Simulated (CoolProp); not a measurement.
A closed Brayton cycle with carbon dioxide: compressor inlet 323.15 K and 8.3 MPa, high pressure 20.2 MPa, turbine inlet 795 K, compressor efficiency 0.85, turbine efficiency 0.93, recuperator effectiveness 0.9 (on enthalpy, no pinch check). Each further row changes one setting.

Model: reference Helmholtz-energy equation of state, Span 1996, in CoolProp.

```json
[
 {"case": "as stated", "thermal efficiency (%)": "___", "net work (kJ/kg)": "73.2", "compressor to turbine work": "0.37", "compressor exit (K)": "395.8", "turbine exit (K)": "687.6"},
 {"case": "turbine inlet 745 K", "thermal efficiency (%)": "___", "net work (kJ/kg)": "___", "compressor to turbine work": "0.40", "compressor exit (K)": "395.8", "turbine exit (K)": "___"},
 {"case": "compressor inlet 333.15 K", "thermal efficiency (%)": "31.7", "net work (kJ/kg)": "___", "compressor to turbine work": "0.42", "compressor exit (K)": "411.8", "turbine exit (K)": "687.6"},
 {"case": "high pressure 17.2 MPa", "thermal efficiency (%)": "31.3", "net work (kJ/kg)": "___", "compressor to turbine work": "0.35", "compressor exit (K)": "382.3", "turbine exit (K)": "706.6"},
 {"case": "recuperator effectiveness 0.5", "thermal efficiency (%)": "20.4", "net work (kJ/kg)": "73.2", "compressor to turbine work": "0.37", "compressor exit (K)": "395.8", "turbine exit (K)": "687.6"}
]
```

**Question.** What belongs in the gaps?

**Answer.** 
- as stated, thermal efficiency (%): 32.7
- turbine inlet 745 K, thermal efficiency (%): 30.9
- turbine inlet 745 K, net work (kJ/kg): 64.8
- turbine inlet 745 K, turbine exit (K): 641.6
- compressor inlet 333.15 K, net work (kJ/kg): 67.1
- high pressure 17.2 MPa, net work (kJ/kg): 62.5
